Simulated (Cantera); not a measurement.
Feed: 1 mol MgCO3, 0.51 mol CO2, 0.012 mol H2O, at 520 Pa.

These are equilibrium values from Cantera (NASA tables, ideal gas, pure condensed phases), not measurements of a reactor. Candidate condensed phases: C, C6H6, C7H8, C8H18, H2O, Mg, MgCO3, MgO, Mg(OH)2; 116 gas species. Kinetics and transport are ignored.

x: gas mole fraction; n: condensed amount in mol.

```tsv
T (°C)	x CO2	x CO	x O2	x H2O	x OH	x O	n MgO(s)
1225	0.989	0.00204	0.00102	0.00786	2.12e-5	1.75e-6	1.00
1250	0.988	0.00261	0.00130	0.00785	2.79e-5	2.76e-6	1.00
1275	0.987	0.00331	0.00165	0.00784	3.64e-5	4.30e-6	1.00
1300	0.986	?	?	0.00783	?	?	1.00
1325	0.984	0.00521	0.00259	0.00782	6.05e-5	1.00e-5	1.00
1350	0.982	0.00646	0.00321	0.00780	7.70e-5	1.49e-5	1.00
1375	0.980	0.00795	0.00395	0.00778	9.73e-5	2.21e-5	1.00
1400	0.977	?	?	0.00776	?	?	1.00
1425	0.974	0.0118	0.00587	0.00773	0.000152	4.65e-5	1.00
1450	0.971	0.0143	0.00709	0.00769	0.000188	6.64e-5	1.00
1475	0.966	0.0172	0.00850	0.00765	0.000231	9.38e-5	1.00
1500	0.961	0.0205	0.0101	0.00760	0.000281	0.000131	1.000
```

### Question
What belongs in the gaps?

### Answer

- 1300, x CO: 0.00417
- 1300, x O2: 0.00208
- 1300, x OH: 4.71e-5
- 1300, x O: 6.60e-6
- 1400, x CO: 0.00973
- 1400, x O2: 0.00483
- 1400, x OH: 0.000122
- 1400, x O: 3.22e-5
